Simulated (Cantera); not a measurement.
Input: 1 mol SiC, 0.0048 mol C, 2.8 mol N2, held at 1775 K.

Equilibrium computed with Cantera from the NASA thermochemical tables; the gas is ideal and each condensed phase is pure. Candidate condensed phases: C, Si, SiC, Si3N4; 20 gas species. Rates play no part.

log p: log10 of the partial pressure in bar; n: condensed amount in mol.

| P (Pa) | log p N2 | log p Si | log p SiC2 | log p Si2C | log p SiN | log p CN | n C(graphite) | n SiC(s) | n Si3N4(s) |
|---|---|---|---|---|---|---|---|---|---|
| 1 | -5.00 | -7.33 | -9.23 | -9.36 | -10.15 | ___ | 0.0180 | 0.986 | 0 |
| 10 | -4.00 | -7.33 | -9.23 | -9.36 | -9.65 | ___ | 0.00611 | 0.999 | 0 |
| 100 | -3.00 | -7.33 | -9.23 | -9.36 | -9.15 | ___ | 0.00493 | 1.000 | 0 |
| 1000 | -2.00 | -7.33 | -9.23 | -9.36 | -8.65 | ___ | 0.00481 | 1.000 | 0 |
| 10000 | -1.00 | -7.33 | -9.23 | -9.36 | -8.15 | ___ | 0.00480 | 1.000 | 0 |
| 100000 | 0.00 | -7.33 | -9.23 | -9.36 | -7.65 | ___ | 0.00480 | 1.00 | 0 |
| 1000000 | 1.00 | -7.82 | -9.72 | -10.34 | -7.64 | ___ | 1.00 | 0 | 0.333 |

Question: Some entries are withheld; supply them.

Answer: 
- 1, log p CN: -10.19
- 10, log p CN: -9.69
- 100, log p CN: -9.19
- 1000, log p CN: -8.69
- 10000, log p CN: -8.19
- 100000, log p CN: -7.69
- 1000000, log p CN: -7.19
